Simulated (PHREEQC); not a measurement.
Solution (25 °C): 0.0002 mol/kgw PbCl2, 0.11 mol/kgw HNO3 and 0.0085 mol/kgw Cu(NO3)2. Closed to the air; pH follows from the charge balance.

The numbers come from PHREEQC with the ion-association model, phreeqc.dat.

```
quantity                   before     after
-----------------------  --------  --------
pH                           1.05      1.05
Pb+2 (mol/kgw)           0.000124  0.000112
PbNO3+ (mol/kgw)          7.56e-5   6.66e-5
PbCl+ (mol/kgw)           6.49e-7   2.06e-5
PbOH+ (mol/kgw)          1.20e-11  1.08e-11
SI of Pb(OH)2 (Pb(OH)2)    -10.43    -10.48
```

Task: What was changed between the two runs?
A) 0.014 mol/kgw NaCl added
B) Cu(NO3)2 replaced by Cd(NO3)2 at the same molality
C) diluted 5-fold with water
D) Cu(NO3)2 from 0.0085 to 0.00425 mol/kgw

Result: A, 0.014 mol/kgw NaCl added

Precipitation was switched off in this run.
